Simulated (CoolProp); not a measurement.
Vapour-liquid equilibrium of cyclohexane (1) + n-heptane (2) at 407.3 K; x and y are mole fractions of (1).

Computed with CoolProp (multi-fluid Helmholtz-energy mixture model, Zhou 2014 and Span 2003; pair parameters Bell 2016).

```csv
x,"bubble pressure, mixture model (kPa)","bubble pressure, Raoult's law (kPa)","y, mixture model","y, Raoult's law"
0.05,267.5,267.3,0.072,0.074
0.125,278.1,277.6,0.174,0.179
0.2,288.8,287.8,0.270,0.276
0.275,299.4,298.1,0.359,0.366
0.35,309.9,308.3,0.442,0.451
0.425,320.4,318.6,0.520,0.530
0.5,330.8,328.8,0.593,0.604
0.575,341.1,339.1,0.663,0.674
0.65,351.2,349.4,0.729,0.739
0.725,361.3,359.6,0.791,0.801
0.8,371.2,369.9,0.851,0.859
0.875,381.1,380.1,0.908,0.914
0.95,390.8,390.4,0.964,0.967
```

The largest gap from Raoult's law is +0.6 % in bubble pressure, at x = 0.5. No azeotrope shows between x = 0.05 and 0.95.

The pair parameters rest on a limited set of measurements; away from them the model extrapolates.
